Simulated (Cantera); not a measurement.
A perfectly stirred reactor is fed with 9.51 % CH₄, 19.0 % O₂, 71.5 % N₂, equivalence ratio 1.0, at 2100 Torr; it is adiabatic with a 500 K inlet, and is followed from long to short residence time, starting on the burning branch (τ in s: 0.27, 0.11, 0.046, 0.019, 0.0077, 0.0031, 0.0013, 0.00052, 0.00021, 8.8e-05).

Computed with Cantera and GRI-Mech 3.0 (53 species, 325 reactions).

x: mole fraction; the columns are a selection and need not sum to one.

| τ (s) | T (K) | x CH₄ | x O₂ | x CH₂ | x HO₂ | x NO₂ | x C₂H₆ | x OH |
|---|---|---|---|---|---|---|---|---|
| 0.27 | 2349 | 5.19e-7 | 0.00544 | 2.36e-8 | 1.08e-6 | 6.61e-7 | <1e-12 | 0.00371 |
| 0.11 | 2348 | 1.24e-6 | 0.00565 | 5.68e-8 | 1.12e-6 | 5.91e-7 | <1e-12 | 0.00379 |
| 0.046 | 2345 | ___ | 0.00602 | ___ | ___ | ___ | 2.50e-12 | 0.00393 |
| 0.019 | 2337 | 6.14e-6 | 0.00667 | 2.94e-7 | 1.39e-6 | 3.70e-7 | 1.20e-11 | 0.00419 |
| 0.0077 | 2322 | 1.30e-5 | 0.00771 | 6.32e-7 | 1.73e-6 | 2.68e-7 | 5.26e-11 | 0.00463 |
| 0.0031 | 2294 | ___ | ___ | ___ | ___ | ___ | 2.05e-10 | ___ |
| 0.0013 | 2256 | 4.90e-5 | 0.0113 | 2.29e-6 | 3.49e-6 | 1.39e-7 | 6.90e-10 | 0.00611 |
| 0.00052 | 2202 | 9.60e-5 | 0.0141 | 4.01e-6 | 5.56e-6 | 9.46e-8 | 2.42e-9 | 0.00704 |
| 0.00021 | 2136 | 0.000196 | 0.0175 | 6.80e-6 | 9.06e-6 | 6.22e-8 | 9.13e-9 | 0.00779 |
| 8.8e-5 | 2060 | 0.000425 | 0.0218 | 1.15e-5 | 1.49e-5 | 3.98e-8 | 4.09e-8 | 0.00801 |

Question: What belongs in the gaps?

Answer: 
- 0.046, x CH₄: 2.80e-6
- 0.046, x CH₂: 1.31e-7
- 0.046, x HO₂: 1.22e-6
- 0.046, x NO₂: 4.87e-7
- 0.0031, x CH₄: 2.60e-5
- 0.0031, x O₂: 0.00927
- 0.0031, x CH₂: 1.27e-6
- 0.0031, x HO₂: 2.38e-6
- 0.0031, x NO₂: 1.93e-7
- 0.0031, x OH: 0.00529
